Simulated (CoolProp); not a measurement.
Ethylene along the isotherm 292.6 K: density (kg/m³) from the reference equation and from simpler models built on Tc = 282.4 K, pc = 5042 kPa, ω = 0.087; each cubic takes its own stable root.

The numbers come from the reference Helmholtz-energy equation of state, Smukala 2000 in CoolProp.

| p (kPa) | phase | reference |
|---|---|---|
| 1400 | gas | 17.72 |
| 2800 | gas | 39.96 |
| 4200 | gas | 71.24 |
| 5600 | supercritical | 133.3 |
| 7000 | supercritical | 286.3 |
| 8400 | supercritical | 326.7 |
| 9800 | supercritical | 347.6 |
| 11200 | supercritical | 362.1 |
| 12600 | supercritical | 373.5 |

Q: How far does each simpler model (Redlich-Kwong, Soave-Redlich-Kwong) lie from the reference over these 9 states: mean and median of the absolute difference, and the worst?

A: 
- Redlich-Kwong: mean 6.0 %, median 8.5 %, worst -13.2 % at 292.6 K and 7000 kPa
- Soave-Redlich-Kwong: mean 6.8 %, median 9.0 %, worst -14.8 % at 292.6 K and 7000 kPa
